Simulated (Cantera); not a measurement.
A closed system holds: 1 mol SiCl₄, 0.94 mol HCl, 1.6 mol H₂, equilibrated at 100000 Pa.

Cantera equilibrium calculation (NASA polynomials, part measured and part estimated; ideal gas, pure solids and liquids). Candidate condensed phases: Si; 19 gas species. The tables' values for SiCl₃ are old estimates; treat these amounts as uncertain. The numbers say what is thermodynamically allowed, not how fast it happens.

x: gas mole fraction; nothing condenses.

| T (°C) | x H₂ | x HCl | x SiCl₄ | x SiHCl₃ | x SiCl₃ | x SiCl₂ | x SiH₂Cl₂ |
|---|---|---|---|---|---|---|---|
| 627 | 0.451 | 0.267 | 0.281 | 0.00135 | 8.35e-6 | 1.18e-8 | 6.13e-7 |
| 677 | 0.450 | 0.268 | 0.280 | 0.00216 | 2.85e-5 | 9.64e-8 | 1.69e-6 |
| 727 | 0.449 | 0.269 | 0.279 | 0.00328 | 8.52e-5 | 6.30e-7 | 4.16e-6 |
| 777 | 0.447 | 0.271 | 0.277 | 0.00476 | 0.000228 | 3.41e-6 | 9.31e-6 |
| 827 | 0.445 | 0.273 | 0.275 | … | 0.000555 | … | … |
| 877 | 0.442 | 0.276 | 0.272 | … | 0.00124 | … | … |
| 927 | 0.438 | 0.280 | 0.268 | 0.0114 | 0.00254 | 0.000211 | 6.37e-5 |
| 977 | 0.433 | 0.285 | 0.262 | 0.0142 | 0.00485 | 0.000642 | 0.000104 |
| 1027 | 0.426 | 0.293 | 0.254 | 0.0168 | 0.00858 | 0.00172 | 0.000157 |

Task: Some entries are withheld; supply them.

Result: 
- 827, x SiHCl₃: 0.00662
- 827, x SiCl₂: 1.56e-5
- 827, x SiH₂Cl₂: 1.91e-5
- 877, x SiHCl₃: 0.00886
- 877, x SiCl₂: 6.14e-5
- 877, x SiH₂Cl₂: 3.62e-5
